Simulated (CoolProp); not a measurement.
R22 at 225.88 K and 0.00833 MPa flows at 15 m/s in a round tube of 1 mm bore and 1.5 µm roughness, fully developed (64/Re and Nu = 3.66 if laminar; Colebrook and Gnielinski if turbulent). Each further row changes one setting.

Values from CoolProp's reference Helmholtz-energy equation of state, Kamei 1995.

| case | Reynolds number | Darcy friction factor | pressure drop (Pa/m) | heat-transfer coefficient (W/(m² K)) | mass flow (kg/h) |
|---|---|---|---|---|---|
| as stated | 557 | 0.115 | 4980 | 26.6 | 0.0163 |
| velocity 30 m/s | 1110 | 0.0575 | 9950 | 26.6 | 0.0326 |
| diameter 2 mm | 1110 | 0.0575 | 1240 | 13.3 | 0.0653 |

Viscosity comes from a separate model (Bell 2016), an estimate that may be off by 10 % or more. Thermal conductivity comes from a separate model (McLinden 2000), an estimate that may be off by 10 % or more.
